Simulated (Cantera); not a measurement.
# Stirred combustor or abatement burner

A perfectly stirred reactor is fed with 18.0 % CO, 14.4 % H2, 11.6 % O2, 43.6 % N2, 12.4 % H2O, equivalence ratio 1.4, at 10.0 bar; it is adiabatic with a 575 K inlet, and is followed from long to short residence time, starting on the burning branch (τ in s: 0.16, 0.046, 0.013, 0.0039, 0.0011, 0.00032, 9.3e-05, 2.7e-05, 7.8e-06).

Model: GRI-Mech 3.0 (53 species, 325 reactions), integrated in Cantera. The hydrogen kinetics of GRI-Mech 3.0 are dated; newer H2 mechanisms differ, most at raised pressure.

| τ (s) | T (K) | x CO | x H2 | x O2 | x N2O | x NO |
|---|---|---|---|---|---|---|
| 0.16 | 2283 | 0.0757 | 0.0292 | 4.22e-5 | 2.10e-8 | 0.000139 |
| 0.046 | 2282 | 0.0758 | 0.0292 | 6.62e-5 | 2.24e-8 | 0.000124 |
| 0.013 | 2279 | 0.0759 | 0.0293 | 0.000137 | 2.71e-8 | 9.80e-5 |
| 0.0039 | 2273 | 0.0761 | 0.0293 | 0.000305 | 3.79e-8 | 7.60e-5 |
| 0.0011 | 2258 | 0.0767 | 0.0296 | 0.000731 | 5.89e-8 | 6.07e-5 |
| 0.00032 | 2231 | 0.0781 | 0.0302 | 0.00170 | 9.05e-8 | 4.87e-5 |
| 9.3e-5 | 2181 | 0.0810 | 0.0312 | 0.00377 | 1.32e-7 | 3.87e-5 |
| 2.7e-5 | 2092 | 0.0871 | 0.0329 | 0.00793 | 1.80e-7 | 3.03e-5 |
| 7.8e-6 | 1938 | 0.102 | 0.0343 | 0.0166 | 2.26e-7 | 2.03e-5 |
x: mole fraction; the columns are a selection and need not sum to one.
